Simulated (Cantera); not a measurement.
What does this Cantera script print?

```python
import numpy as np
import cantera as ct

gas_names = """
    CO O
""".split()
cond_names = """
    Cu(cr) Cu(L) C(gr) Cu2O(s) Cu2O(L)
""".split()


# ... load() reads the species with a 1 bar reference pressure and builds the phases ...
species = {s.name: s for s in load("nasa_gas.yaml", gas_names) + load("nasa_condensed.yaml", cond_names)}
# Each term lists the table entries of one substance; the one whose range holds T is used.
reactions = {
    'CO(g) + 2 Cu = C + Cu2O':
        [(-1, ['CO']), (-2, ['Cu(cr)', 'Cu(L)']), (1, ['C(gr)']), (1, ['Cu2O(s)', 'Cu2O(L)'])],
    'Cu2O = 2 Cu + O(g)':
        [(-1, ['Cu2O(s)', 'Cu2O(L)']), (2, ['Cu(cr)', 'Cu(L)']), (1, ['O'])],
}


def pick(names, T):
    return next(species[n] for n in names if species[n].thermo.min_temp <= T <= species[n].thermo.max_temp)


results = []
for label, terms in reactions.items():
    print(label)
    print("     T/K   dH/kJ  dS/(J/K)   dG/kJ   log10 K")
    for T in [523, 573, 623, 673, 723, 773, 823, 873, 923, 973]:
        used = [(nu, pick(names, T)) for nu, names in terms]
        dH = sum(nu * s.thermo.h(T) for nu, s in used) / 1e6
        dS = sum(nu * s.thermo.s(T) for nu, s in used) / 1e3
        dG = dH - T * dS / 1e3
        logK = -dG * 1e6 / (ct.gas_constant * T * np.log(10))
        results.append((label, T, dH, dS, dG, logK, [s.name for _, s in used]))
        print(f"{T:8g} {dH:8.1f} {dS:8.1f} {dG:8.1f} {logK:8.2f}")
```

Output:

```
CO(g) + 2 Cu = C + Cu2O
     T/K   dH/kJ  dS/(J/K)   dG/kJ   log10 K
     523    -60.3   -166.5     26.8    -2.67
     573    -60.0   -166.0     35.1    -3.20
     623    -59.7   -165.4     43.3    -3.63
     673    -59.3   -164.7     51.6    -4.00
     723    -58.8   -164.1     59.8    -4.32
     773    -58.3   -163.4     68.0    -4.60
     823    -57.8   -162.7     76.2    -4.83
     873    -57.2   -162.1     84.3    -5.04
     923    -56.6   -161.4     92.4    -5.23
     973    -56.0   -160.8    100.4    -5.39
Cu2O = 2 Cu + O(g)
     T/K   dH/kJ  dS/(J/K)   dG/kJ   log10 K
     523    420.9    137.7    348.9   -34.84
     573    421.0    137.9    342.0   -31.18
     623    421.0    137.9    335.1   -28.10
     673    421.0    137.9    328.2   -25.47
     723    421.0    137.8    321.3   -23.21
     773    420.9    137.8    314.4   -21.25
     823    420.8    137.6    307.5   -19.52
     873    420.7    137.5    300.7   -17.99
     923    420.6    137.4    293.8   -16.63
     973    420.4    137.2    286.9   -15.40
```

Source: NASA polynomial tables (part measured, part estimated), evaluated in Cantera. Condensed species are held in their standard states even where they would react or evaporate.
